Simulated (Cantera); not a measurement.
**Stirred combustor or abatement burner**

A perfectly stirred reactor is fed with CH4 : O2 : N2 : H2O = 1 : 2.9 : 8.17 : 1.3 (molar parts), equivalence ratio 0.69, at 210 Torr; it is adiabatic with a 300 K inlet, and is followed from long to short residence time, starting on the burning branch (τ in s: 0.19, 0.061, 0.02, 0.0065, 0.0021, 0.00069, 0.00022, 7.3e-05, 2.4e-05).

Computed with Cantera and GRI-Mech 3.0 (53 species, 325 reactions).

```
τ (s)    T (K)     x CH4    x O2   x H2O    x HCO    x N2O
-------  -----  --------  ------  ------  -------  -------
0.19      1898   7.83e-6  0.0670   0.244  2.92e-8  1.22e-7
0.061     1879   1.67e-5  0.0673   0.242  9.51e-8  1.30e-7
0.020     1846   3.52e-5  0.0680   0.239  3.01e-7  1.14e-7
0.0065    1792   7.91e-5  0.0695   0.235  9.42e-7  9.14e-8
0.0021    1715  0.000200  0.0722   0.230  2.87e-6  7.17e-8
0.00069   1613  0.000630  0.0779   0.224  8.57e-6  5.62e-8
0.00022    300    0.0748   0.217  0.0972   <1e-12   <1e-12
7.3e-5     300    0.0748   0.217  0.0972   <1e-12   <1e-12
2.4e-5     300    0.0748   0.217  0.0972   <1e-12   <1e-12
```
x: mole fraction; the columns are a selection and need not sum to one.
